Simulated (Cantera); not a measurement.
A perfectly stirred reactor is fed with H2 : O2 : N2 = 1.4 : 1 : 0.52 (molar parts), equivalence ratio 0.70, at 338 Torr; it is held at 848 K, and followed from long to short residence time.

Cantera simulation using the H2/O2 subset of GRI-Mech 3.0, which has no nitrogen chemistry; the numbers are that mechanism's predictions, not measurements. Below about 950 K walls govern HO2 and H2O2 in real vessels. The temperature is held fixed by assumption; the heat of reaction is taken as removed at once.

x: mole fraction; the columns are a selection and need not sum to one.

| τ (s) | x H2 | x O2 | x O | x OH | x H2O |
|---|---|---|---|---|---|
| 22 | 0.302 | 0.265 | 5.11e-9 | [?] | 0.233 |
| 5.6 | 0.427 | 0.319 | 7.29e-9 | [?] | 0.0683 |
| 1.5 | 0.467 | 0.336 | 8.22e-9 | [?] | 0.0160 |
| 0.39 | 0.479 | 0.342 | 2.61e-9 | 9.96e-10 | 0.000909 |
| 0.10 | 0.479 | 0.342 | 2.22e-10 | 5.85e-11 | 1.34e-5 |
| 0.027 | 0.479 | 0.342 | 5.75e-12 | 1.23e-12 | 7.58e-8 |
| 0.0070 | 0.479 | 0.342 | 1.47e-12 | <1e-12 | 4.83e-9 |
| 0.0019 | 0.479 | 0.342 | 1.08e-12 | <1e-12 | 9.58e-10 |
| 0.00049 | 0.479 | 0.342 | <1e-12 | <1e-12 | 2.17e-10 |

Q: What belongs in the gaps?

A: 
- 22, x OH: 6.91e-9
- 5.6, x OH: 5.48e-9
- 1.5, x OH: 4.40e-9
